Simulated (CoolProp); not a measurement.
A Linde-Hampson liquefier for normal hydrogen: isothermal reversible compression at 250 K from 1 atm to 20 MPa, throttling to 1 atm, return gas leaving the recuperator 5 K below the feed. Each further row changes one setting.

Model: reference Helmholtz-energy equation of state, Leachman 2009, in CoolProp.

```
case                        compression work (kJ/kg of gas)
--------------------------  -------------------------------
as stated                                              5590
high pressure 40 MPa                                   6450
warm-end temperature 280 K                             6250
warm-end gap 10 K                                      5590
```
